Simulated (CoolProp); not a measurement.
Vapour-liquid equilibrium of hydrogen sulfide (1) + n-butane (2) at 67.45 °C; x and y are mole fractions of (1).

Model: multi-fluid Helmholtz-energy mixture model, Lemmon 2006 and Bücker 2006; pair parameters Kunz 2012, in CoolProp.

| x | bubble pressure (kPa) | y at the bubble point | dew pressure at overall composition x (kPa) | liquid density (mol/L) |
|---|---|---|---|---|
| 0.05 | 1031 | 0.251 | ___ | 9.080 |
| 0.125 | 1422 | 0.459 | 877.7 | ___ |
| 0.2 | 1797 | 0.578 | 963.1 | 9.682 |
| 0.275 | 2152 | 0.655 | 1065 | 10.07 |
| 0.35 | 2488 | ___ | 1189 | 10.52 |
| 0.425 | 2808 | 0.754 | 1341 | 11.04 |
| 0.5 | 3117 | 0.790 | ___ | 11.65 |
| 0.575 | 3416 | 0.821 | 1787 | 12.34 |
| 0.65 | 3709 | 0.850 | 2125 | 13.14 |
| 0.725 | 3997 | 0.879 | ___ | 14.07 |
| 0.8 | ___ | 0.907 | 3212 | ___ |
| 0.875 | 4565 | 0.938 | 3961 | 16.41 |
| 0.95 | 4846 | ___ | 4668 | 17.87 |

Question: Fill in the missing entries.

Answer: 
- 0.05, dew pressure at overall composition x (kPa): 805.1
- 0.125, liquid density (mol/L): 9.353
- 0.35, y at the bubble point: 0.711
- 0.5, dew pressure at overall composition x (kPa): 1535
- 0.725, dew pressure at overall composition x (kPa): 2588
- 0.8, bubble pressure (kPa): 4282
- 0.8, liquid density (mol/L): 15.15
- 0.95, y at the bubble point: 0.973

No azeotrope shows between x = 0.05 and 0.95.

The pair parameters rest on a limited set of measurements; away from them the model extrapolates.
